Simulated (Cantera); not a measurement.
Input: 1 mol Al(CH3)3, 73 mol NH3, 2.3 mol N2, at 1552 °C and 0.0975 Torr.

These are equilibrium values from Cantera (NASA tables, ideal gas, pure condensed phases), not measurements of a reactor. Candidate condensed phases: Al, AlN, C, C6H6, C7H8, C8H18; 97 gas species. The feed counts by its element totals alone. Equilibrium is a limit: real reactors are often held back by kinetics, nucleation or transport.

Q: What is the equilibrium state?

A: 
| Item | Value |
|---|---|
| x(H2) | 0.711 |
| x(N2) | 0.247 |
| x(H) | 0.0326 |
| x(Al) | 0.00637 |
| x(HCN) | 0.00290 |
| x(C2H2 (acetylene)) | 0.000153 |
| x(HNC) | 0.000116 |
| x(AlH) | 2.61e-5 |
| x(CN) | 2.01e-6 |
| n(C(graphite)) | 2.48 mol |
| gas amount | 156.3 mol |
| log10 activity of Al(l) (absent) | -3.10 |
